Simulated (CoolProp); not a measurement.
R1132(E) along the isobar 3.11 MPa: density (kg/m³) from the reference equation and from simpler models built on Tc = 348.8 K, pc = 5.174 MPa, ω = 0.245; each cubic takes its own stable root.

The numbers come from the reference Helmholtz-energy equation of state, Akasaka 2024 in CoolProp.

| T (K) | phase | reference |
|---|---|---|
| 339.8 | gas | 98.89 |
| 345.3 | gas | 94.36 |
| 350.8 | gas | 90.48 |
| 356.2 | gas | 87.16 |
| 361.7 | gas | 84.16 |
| 367.2 | gas | 81.47 |
| 372.7 | gas | 79.04 |
| 378.1 | gas | 76.85 |
| 383.6 | gas | 74.80 |
| 389.1 | gas | 72.90 |
| 394.5 | gas | 71.17 |
| 400 | gas | 69.52 |

How far does each simpler model (ideal gas, van der Waals, Redlich-Kwong, Soave-Redlich-Kwong, Peng-Robinson) lie from the reference over these 12 states: mean and median of the absolute difference, and the worst?


- ideal gas: mean 20.1 %, median 19.3 %, worst -28.7 % at 339.8 K and 3.11 MPa
- van der Waals: mean 2.2 %, median 1.5 %, worst -6.4 % at 339.8 K and 3.11 MPa
- Redlich-Kwong: mean 0.8 %, median 0.7 %, worst -2.1 % at 339.8 K and 3.11 MPa
- Soave-Redlich-Kwong: mean 0.8 %, median 0.7 %, worst -1.5 % at 339.8 K and 3.11 MPa
- Peng-Robinson: mean 1.7 %, median 1.7 %, worst +1.8 % at 361.7 K and 3.11 MPa
